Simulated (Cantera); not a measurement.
A Cantera script and what it prints.

```python
import numpy as np
import cantera as ct

gas_names = [...]  # 110 gases of nasa_gas.yaml made of C, H, O
cond_names = """
    C(gr) C6H6(L) C7H8(L) C8H18(L),n-octa H2O(s) H2O(L)
""".split()


# ... load() reads the species with a 1 bar reference pressure and builds the phases ...
atoms = {
    'C6H6': {'C': 6, 'H': 6},
    'H2O': {'H': 2, 'O': 1},
}
top_T = {'C(gr)': 4500}  # K; cautious upper limits of use, not melting points


# ... equilibrate(T, P, feed) seeds the gas with the atoms and calls Mixture.equilibrate('TP', solver="vcs", rtol=1e-11, max_steps=5000) ...
results = []
feed = {'C6H6': 1, 'H2O': 3.9}  # mol
P = 270  # Pa
for T in [2573, 2623, 2673, 2723, 2773, 2823, 2873, 2923, 2973]:
    mix = equilibrate(T, P, feed)
    results.append((T, P, feed, dict(zip(mix.species_names, mix.species_moles))))

top = {s: max(r[3][s] / sum(r[3][g] for g in gas_names) for r in results) for s in gas_names}
cols = sorted((s for s in top if top[s] > 0.0001), key=lambda s: -top[s])[:5]
seen = [c for c in cond_names if any(r[3].get(c, 0) > 1e-12 for r in results)]
print("log10 of partial pressures in bar; condensed amounts in mol")
print(f"{'T/K':>10s}" + "".join(f"{s[:9]:>10s}" for s in cols + seen))
for T, P, feed, n in results:
    ng = sum(n[g] for g in gas_names)
    print(f"{T:10.4g}" + "".join(f"{np.log10(max(n[s] / ng * P / 1e5, 1e-99)):10.3f}" for s in cols)
          + "".join(f"{n.get(c, 0):10.4g}" for c in seen))
```

It prints:

```
log10 of partial pressures in bar; condensed amounts in mol
       T/K         H        H2        CO        C3         C     C(gr)
      2573    -2.993    -3.057    -3.102    -5.825    -6.355     1.934
      2623    -2.936    -3.121    -3.117    -5.513    -6.079     1.887
      2673    -2.887    -3.193    -3.132    -5.213    -5.813      1.81
      2723    -2.846    -3.276    -3.148    -4.924    -5.557     1.677
      2773    -2.813    -3.369    -3.164    -4.646    -5.311     1.438
      2823    -2.788    -3.472    -3.181    -4.379    -5.073     1.006
      2873    -2.772    -3.588    -3.199    -4.121    -4.843    0.2198
      2923    -2.756    -3.699    -3.211    -4.077    -4.690         0
      2973    -2.743    -3.810    -3.219    -4.090    -4.560         0
```

These are equilibrium values from Cantera (NASA tables, ideal gas, pure condensed phases), not measurements of a reactor.
